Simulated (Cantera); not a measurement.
Charge: 1 mol Cu2O, a varied amount of C, 0.032 mol CO, at 2102 °C and 1.33 mbar.

These are equilibrium values from Cantera (NASA tables, ideal gas, pure condensed phases), not measurements of a reactor. Candidate condensed phases: C, Cu, CuO, Cu2O; 15 gas species. The numbers say what is thermodynamically allowed, not how fast it happens.

x: gas mole fraction; n: condensed amount in mol.

| n(C) (mol) | x Cu | x CO | x CO2 | x O2 | x O | x CuO | n C(graphite) |
|---|---|---|---|---|---|---|---|
| 0.48 | 0.725 | 0.131 | 0.0550 | 0.0447 | 0.0439 | 0.000439 | 0 |
| 0.57 | 0.717 | ? | 0.0559 | ? | ? | ? | 0 |
| 0.68 | 0.705 | ? | ? | ? | ? | ? | 0 |
| 0.81 | 0.688 | 0.252 | 0.0380 | 0.00575 | 0.0157 | 0.000150 | 0 |
| 0.96 | 0.666 | 0.321 | 0.00969 | 0.000230 | 0.00315 | 2.90e-5 | 0 |
| 1.1 | 0.659 | 0.340 | 8.93e-10 | <1e-12 | 2.73e-10 | 2.49e-12 | 0.0995 |
| 1.4 | 0.659 | 0.340 | 8.93e-10 | <1e-12 | 2.73e-10 | 2.49e-12 | 0.399 |
| 1.6 | 0.659 | 0.340 | 8.93e-10 | <1e-12 | 2.73e-10 | 2.49e-12 | 0.599 |
| 1.9 | 0.659 | 0.340 | 8.93e-10 | <1e-12 | 2.73e-10 | 2.49e-12 | 0.899 |
| 2.3 | 0.659 | 0.340 | 8.93e-10 | <1e-12 | 2.73e-10 | 2.49e-12 | 1.30 |
| 2.7 | 0.659 | 0.340 | 8.93e-10 | <1e-12 | 2.73e-10 | 2.49e-12 | 1.70 |

Q: Complete the blanks.

A: 
- 0.68, x CO: 0.199
- 0.68, x CO2: 0.0517
- 0.68, x O2: 0.0169
- 0.68, x O: 0.0270
- 0.68, x CuO: 0.000263
- 0.57, x CO: 0.160
- 0.57, x O2: 0.0308
- 0.57, x O: 0.0364
- 0.57, x CuO: 0.000360
